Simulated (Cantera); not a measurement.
A closed system holds: 1 mol c-C₄F₈, a varied amount of CH₄, 0.14 mol H₂, held at 3325 K and 0.230 bar.

Equilibrium computed with Cantera from the NASA thermochemical tables; the gas is ideal and each condensed phase is pure. Candidate condensed phases: C, C₆H₆, C₇H₈, C₈H₁₈; 95 gas species. The feed counts by its element totals alone. Kinetics and transport are ignored.

Q: What share of the C ends up in condensed phases as a function of n(CH₄) (mol), at 0.063, 0.095, 0.14, 0.21, 0.32, 0.48, 0.73, 1.1, 1.6?

A: 
| n(CH₄) (mol) | C condensed (%) | as |
|---|---|---|
| 0.063 | 32.9 | C(graphite) |
| 0.095 | 34.4 | C(graphite) |
| 0.14 | 36.3 | C(graphite) |
| 0.21 | 39.2 | C(graphite) |
| 0.32 | 43.6 | C(graphite) |
| 0.48 | 49.4 | C(graphite) |
| 0.73 | 57.5 | C(graphite) |
| 1.1 | 67.4 | C(graphite) |
| 1.6 | 76.8 | C(graphite) |
